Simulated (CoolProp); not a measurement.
Values from CoolProp's reference Helmholtz-energy equation of state, Lemmon 2006. It is a short technical equation, of lower accuracy than the large ones.

**Question.** For CH3F (R41), give the phase and the density (kg/m³), cv (kJ/(kg K)), Joule-Thomson coefficient (K/MPa), isothermal compressibility (1/MPa) at 425 K and 21.1 MPa; 425 K and 23.2 MPa.

**Answer.** 
- 425 K and 21.1 MPa: supercritical; density 316, cv 1.30, Joule-Thomson coefficient 2.32, isothermal compressibility 0.0484
- 425 K and 23.2 MPa: supercritical; density 347, cv 1.31, Joule-Thomson coefficient 1.93, isothermal compressibility 0.0394
